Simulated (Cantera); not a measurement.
Input: 1 mol Pb, 1.7 mol H₂, 1.3 mol O₂, equilibrated at 825 K and 0.00350 bar.

Equilibrium computed with Cantera from the NASA thermochemical tables; the gas is ideal and each condensed phase is pure. Candidate condensed phases: H₂O, Pb, PbO, PbO₂, Pb₃O₄; 12 gas species. The numbers say what is thermodynamically allowed, not how fast it happens.

Base state: H₂O 1.000, H₂ 7.13e-5, Pb 4.10e-5 (mole fractions); condensed: Pb(l) + PbO(yellow).

Question: What changes in the equilibrium state with this change: temperature from 825 K to 1548.15 K?

Answer: 
| species | before | after |
|---|---|---|
| H₂O | 1.000 | 0.601 |
| PbO | 7.17e-8 | 0.229 |
| Pb | 4.10e-5 | 0.125 |
| O₂ | <1e-9 | 0.0445 |
| OH | <1e-9 | 0.000803 |
| O | <1e-9 | 2.73e-5 |
| Pb(l), mol | 0.0998 | 0 |
| PbO(yellow), mol | 0.900 | 0 |
Gases not in the tables: (PbO)n polymers.
